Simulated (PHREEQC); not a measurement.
Dissolve 13 mmol/kgw MnSO4, 0.3 mmol/kgw MgSO4 and 1.2 mmol/kgw HCl at 25 °C. Closed to the air; pH follows from the charge balance.

Computed with PHREEQC (Pitzer model, pitzer.dat).

Each row changes one thing in this solution. No solid was allowed to form.

```
case                                             pH  HSO4- (mol/kgw)
---------------------------------------------  ----  ---------------
as made                                        3.17         0.000374
diluted 10-fold with water                      [?]          9.58e-6
temperature from 25 to 45 °C                   3.26              [?]
MgSO4 from 0.0003 to 0.003 mol/kgw              [?]         0.000405
HCl from 0.0012 to 0.0006 mol/kgw              3.48         0.000189
MgSO4 left out                                 3.17              [?]
MgSO4 replaced by Na2SO4 at the same molality  3.17              [?]
```

Fill in the missing entries.


- diluted 10-fold with water, pH: 3.99
- temperature from 25 to 45 °C, HSO4- (mol/kgw): 0.000522
- MgSO4 from 0.0003 to 0.003 mol/kgw, pH: 3.19
- MgSO4 left out, HSO4- (mol/kgw): 0.000370
- MgSO4 replaced by Na2SO4 at the same molality, HSO4- (mol/kgw): 0.000375

Constants without temperature data keep their 25 °C values here.
